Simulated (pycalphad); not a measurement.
**Phase fractions of Ti-1.68C (at.%)**

Computed with pycalphad from the COST 507 light-alloy database (1999), at 1 atm. The data set is of 1999 and partly superseded. Phase fractions are per mole of atoms. Diffusion is slow at the low end, where real alloys seldom reach equilibrium.

```tsv
T (K)	LIQUID	BCC_A2	FCC_A1	HCP_A3
1750	-	1.000	-	-
1650	-	0.999	0.001	-
1550	-	0.989	0.011	-
1450	-	0.980	0.020	-
1350	-	…	…	-
1250	-	0.965	0.035	-
1150	-	-	0.008	0.992
1050	-	-	0.020	0.980
950	-	-	0.030	0.970
850	-	-	0.037	0.963
750	-	-	…	…
650	-	-	0.044	0.956
550	-	-	0.045	0.955
```

### Question
Fill in the missing entries.

### Answer

- 1350, BCC_A2: 0.972
- 1350, FCC_A1: 0.028
- 750, FCC_A1: 0.041
- 750, HCP_A3: 0.959

FCC_A1 is fcc; BCC_A2 is bcc; HCP_A3 is hcp. The fcc model also describes the rock-salt carbide or nitride (TiC, TiN, HfC).
